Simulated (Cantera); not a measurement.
## Thermodynamics of boron, boron nitride and boron oxide, feed borazine + H₂O + H₂

Feed: 1 mol borazine, 1.4 mol H₂O, 9.3 mol H₂, at 0.0100 bar.

Cantera equilibrium calculation (NASA polynomials, part measured and part estimated; ideal gas, pure solids and liquids). Candidate condensed phases: B, BN, B₂O₃, B₃O₃H₃, H₂O; 39 gas species. The feed counts by its element totals alone. The tables' values for BH₂ are old estimates; treat these amounts as uncertain. Kinetics and transport are ignored.

```
T (K)   x H₂   x HBO    x N₂      x H     x BO   x B₂O₂  n BN(s)
-----  -----  ------  ------  -------  -------  -------  -------
1750   0.889  0.0452  0.0415  0.00219  0.00210  0.00960     1.76
1775   0.885  0.0483  0.0425  0.00272  0.00272   0.0105     1.72
1800   0.881  0.0509  0.0434  0.00336  0.00346   0.0112     1.69
1825   0.878  0.0530  0.0440  0.00413  0.00432   0.0116     1.67
1850   0.875  0.0546  0.0446  0.00504  0.00531   0.0119     1.65
1875   0.872  0.0558  0.0450  0.00612  0.00643   0.0119     1.64
1900   0.870  0.0565  0.0452  0.00740  0.00770   0.0117     1.63
1925   0.867  0.0568  0.0454  0.00890  0.00911   0.0114     1.62
1950   0.864  0.0568  0.0455   0.0107   0.0107   0.0110     1.61
1975   0.861  0.0565  0.0456   0.0127   0.0124   0.0105     1.61
2000   0.858  0.0560  0.0456   0.0151   0.0143  0.00995     1.60
2025   0.855  0.0552  0.0456   0.0178   0.0163  0.00936     1.60
2050   0.851  0.0542  0.0456   0.0209   0.0185  0.00873     1.59
2075   0.847  0.0530  0.0457   0.0245   0.0207  0.00809     1.59
```
x: gas mole fraction; n: condensed amount in mol.

From 1750 K to 2075 K the condensed part is BN(s). The main B-bearing gas is HBO throughout. The share of B in condensed phases is highest at 1750 K (58.5 %) and lowest at 2075 K (53.0 %).
